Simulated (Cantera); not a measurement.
## Equilibrium for hydrogen reduction and annealing atmospheres: Cu₂O + H₂

Input: 1 mol Cu₂O, 49 mol H₂.

Method: chemical equilibrium by Gibbs-energy minimisation in Cantera with the NASA 1993 tables (ideal gas, pure condensed phases). Candidate condensed phases: Cu, CuO, Cu(OH)₂, Cu₂O, H₂O; 12 gas species. The numbers say what is thermodynamically allowed, not how fast it happens.

Stable condensed phases:

```
T in K \ P in Pa
              10      52     270    1400    7200   37000  190000 1000000
   1973        A       A       A       A       A       B       B       B
   1948        A       A       A       A       B       B       B       B
   1923        A       A       A       A       B       B       B       B
   1898        A       A       A       A       B       B       B       B
   1873        A       A       A       A       B       B       B       B
   1848        A       A       A       A       B       B       B       B
   1823        A       A       A       A       B       B       B       B
   1798        A       A       A       B       B       B       B       B
   1773        A       A       A       B       B       B       B       B
   1748        A       A       A       B       B       B       B       B
   1723        A       A       A       B       B       B       B       B
```

A: gas only; B: Cu.
